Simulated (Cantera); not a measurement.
# Thermodynamics of silicon nitride deposition, feed SiH4 + NH3

Charge: 1 mol SiH4, 0.11 mol NH3, held at 1700 K and 0.100 bar.

Equilibrium computed with Cantera from the NASA thermochemical tables; the gas is ideal and each condensed phase is pure. Candidate condensed phases: Si, Si3N4; 18 gas species. Mutual solubility and eutectic melting of coexisting phases are not modelled. Gases not in the tables: Si2H6 and higher silanes. Rates play no part.

```
Property          Value
-----------  ----------
x(H2)             0.984
x(N2)            0.0156
x(H)           0.000462
x(SiH2)         1.40e-5
x(Si)           6.79e-6
x(SiH)          3.29e-6
n(Si(l))      0.969 mol
n(Si3N4(s))  0.0103 mol
gas amount    2.200 mol
```
